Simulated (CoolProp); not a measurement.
Vapour-liquid equilibrium of C3F8 (R218) (1) + R134a (2) at 0.482 MPa; x and y are mole fractions of (1).

Values from CoolProp's multi-fluid Helmholtz-energy mixture model, Lemmon 2006 and Tillner-Roth 1994; pair parameters Bell 2016.

Task: Give the bubble temperature and the first vapour's composition at x = 0.05, 0.2, 0.35. Is there an azeotrope?

Result: x = 0.05: 283.7 K, y = 0.150; x = 0.2: 277.0 K, y = 0.391; x = 0.35: 274.2 K, y = 0.501. y crosses x between x = 0.5 and 0.65: the model has an azeotrope there.

Pair parameters are fitted to limited data, so mixtures are less certain than the pure fluids.
